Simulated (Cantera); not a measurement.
An isothermal, constant-pressure homogeneous reactor starts with 6.67 % C₃H₈, 93.3 % H₂, at 1150 K and 2000 Pa.

Detailed kinetics in Cantera: GRI-Mech 3.0 (53 species, 325 reactions). GRI-Mech 3.0 was tuned for natural gas; its chemistry of propane as a main component is partial and can be far from experiment. GRI-Mech 3.0 stops at C3 and has no aromatics, soot or wall deposition, so with more carbon than oxygen in the feed, carbon stays in small species such as C2H2 where larger ones or solid carbon would form. Radical loss at walls, strong at low pressure, is not modelled.

x: mole fraction; the columns are a selection and need not sum to one.

```tsv
t (s)	x C₃H₈	x H₂	x CH₃	x H	x C₂H₆	x C₂H	x CH₄
0.000500	0.0666	0.933	2.32e-5	2.65e-6	3.07e-6	<1e-12	2.92e-5
0.00182	0.0661	0.933	(withheld)	(withheld)	(withheld)	<1e-12	(withheld)
0.00660	0.0606	0.928	0.000247	2.61e-5	0.000105	<1e-12	0.00533
0.0240	0.0359	0.907	0.000230	3.65e-5	0.000477	<1e-12	0.0281
0.0871	0.00439	0.879	6.66e-5	3.30e-5	0.000491	4.71e-12	0.0580
0.316	0.000171	0.875	1.19e-5	8.59e-6	0.000317	3.26e-12	0.0626
1.15	4.80e-6	0.875	4.35e-6	3.22e-6	0.000277	1.98e-12	0.0629
4.17	2.03e-7	0.876	3.79e-6	2.81e-6	0.000248	3.11e-12	0.0629
15.2	1.48e-7	0.876	3.56e-6	2.64e-6	0.000194	6.32e-12	0.0632
55.1	(withheld)	0.877	(withheld)	(withheld)	(withheld)	9.48e-12	0.0640
200	5.13e-8	0.876	2.81e-6	1.97e-6	8.56e-5	9.46e-12	0.0668
```

Complete the blanks.


- 0.00182, x CH₃: 9.46e-5
- 0.00182, x H: 9.59e-6
- 0.00182, x C₂H₆: 1.63e-5
- 0.00182, x CH₄: 0.000461
- 55.1, x C₃H₈: 7.59e-8
- 55.1, x CH₃: 3.06e-6
- 55.1, x H: 2.24e-6
- 55.1, x C₂H₆: 0.000116
